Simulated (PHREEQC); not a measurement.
Solution (60 °C): 1.7 mmol/kgw NH4Cl, 70 mmol/kgw Na2SO4 and 56 mmol/kgw LiCl. Closed to the air; pH follows from the charge balance.

Equilibrium calculation in PHREEQC: ion-association model, wateq4f.dat.

```yaml
pH: 6.01
ionic_strength: 0.238 mol/kgw
```

```json
[
 {"species": "Na+", "molality": "0.129", "activity": "0.0927", "log γ": "-0.143"},
 {"species": "Cl-", "molality": "0.0577", "activity": "0.0394", "log γ": "-0.166"},
 {"species": "SO4-2", "molality": "0.0554", "activity": "0.0140", "log γ": "-0.597"},
 {"species": "Li+", "molality": "0.0527", "activity": "0.0386", "log γ": "-0.135"},
 {"species": "NaSO4-", "molality": "0.0110", "activity": "0.00795", "log γ": "-0.142"},
 {"species": "LiSO4-", "molality": "0.00332", "activity": "0.00237", "log γ": "-0.147"},
 {"species": "NH4+", "molality": "0.00143", "activity": "0.00104", "log γ": "-0.140"},
 {"species": "NH4SO4-", "molality": "0.000263", "activity": "0.000187", "log γ": "-0.147"},
 {"species": "NH3", "molality": "5.52e-6", "activity": "5.52e-6", "log γ": "0.000"},
 {"species": "HSO4-", "molality": "4.42e-6", "activity": "3.11e-6", "log γ": "-0.154"},
 {"species": "H+", "molality": "1.24e-6", "activity": "9.67e-7", "log γ": "-0.108"},
 {"species": "OH-", "molality": "1.41e-7", "activity": "9.54e-8", "log γ": "-0.170"}
]
```

No solid was allowed to form. At this temperature some constants are extrapolated from 25 °C, and those without enthalpy data are left unchanged.
